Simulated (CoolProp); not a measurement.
Vapour-liquid equilibrium of n-pentane (1) + cyclohexane (2) at 0.179 MPa; x and y are mole fractions of (1).

The numbers come from the multi-fluid Helmholtz-energy mixture model, Thol 2019 and Zhou 2014; pair parameters Bell 2016 in CoolProp.

Q: Give the bubble temperature and the first vapour's composition at x = 0.35, 0.5, 0.95. Is there an azeotrope?

A: x = 0.35: 349.2 K, y = 0.661; x = 0.5: 342.5 K, y = 0.782; x = 0.95: 328.3 K, y = 0.985. No azeotrope shows between x = 0.05 and 0.95.

Pair parameters are fitted to limited data, so mixtures are less certain than the pure fluids.
